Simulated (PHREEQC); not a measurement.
Polishing slurry liquid: speciation

Make-up at 91 °C: 0.0015 mol H2SO4, 0.00037 mol Fe(NO3)3 and 9.5e-05 mol H3BO3 per kg of water. Closed to the air; pH follows from the charge balance.

Model: ion-association model, wateq4f.dat, run in PHREEQC.

Precipitation was switched off in this run.

**Question.** Predict the pH, ionic strength.

**Answer.** pH 2.60; ionic strength 0.00415 mol/kgw.

**Question.** In which forms is Fe present?

**Answer.** FeOH+2 48 %, Fe(OH)2+ 39 %, FeSO4+ 11 %, Fe+3 1.1 % of the Fe.

The solution is supersaturated, for example in Hematite (slow to form), Goethite (slow to form), so a real one may precipitate; this is no full list. Complexes and solids missing from the database can't appear. Away from 25 °C the constants follow the database's enthalpies or fits; those with neither stay at their 25 °C values.
